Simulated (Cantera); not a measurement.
A closed system holds: 1 mol Fe(CO)5, 0.18 mol H2, held at 0.00140 bar.

Equilibrium computed with Cantera from the NASA thermochemical tables; the gas is ideal and each condensed phase is pure. Candidate condensed phases: C, C6H6, C7H8, C8H18, Fe, Fe(CO)5, FeO, Fe(OH)2, Fe(OH)3, Fe2O3, Fe3O4, H2O; 114 gas species. Equilibrium is a limit: real reactors are often held back by kinetics, nucleation or transport. All values below are at 850 °C.

Base state: CO 0.965, H2 0.0347, CO2 7.87e-5 (mole fractions); condensed: Fe(α).

Q: What changes in the equilibrium state with this change: Fe(CO)5 replaced by Pb?

A: 
```tsv
species	before	after
H2	0.0347	0.869
Pb	0	0.131
CO	0.965	0
CO2	7.87e-5	0
Fe(α), mol	1.00	0
Pb(l), mol	0	0.973
```
Further candidate phases: Pb.
